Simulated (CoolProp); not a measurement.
A Linde-Hampson liquefier for CF4 (R14): isothermal reversible compression at 300 K from 1 atm to 15 MPa, throttling to 1 atm, return gas leaving the recuperator 2 K below the feed. Each further row changes one setting.

Computed with CoolProp (reference Helmholtz-energy equation of state, Platzer 1990). This equation is an older, rougher fit; its heat capacities, sound speeds and derivatives of the liquid may be far off and weren't checked against measurements.

```
case                        liquid yield per pass  compression work (kJ/kg of gas)
--------------------------  ---------------------  -------------------------------
as stated                                       …                              129
high pressure 30 MPa                            …                                …
warm-end temperature 330 K                      …                                …
warm-end gap 7 K                                …                              129
```

Task: Complete the blanks.

Result: 
- as stated, liquid yield per pass: 0.241
- high pressure 30 MPa, liquid yield per pass: 0.289
- high pressure 30 MPa, compression work (kJ/kg of gas): 145
- warm-end temperature 330 K, liquid yield per pass: 0.173
- warm-end temperature 330 K, compression work (kJ/kg of gas): 146
- warm-end gap 7 K, liquid yield per pass: 0.229
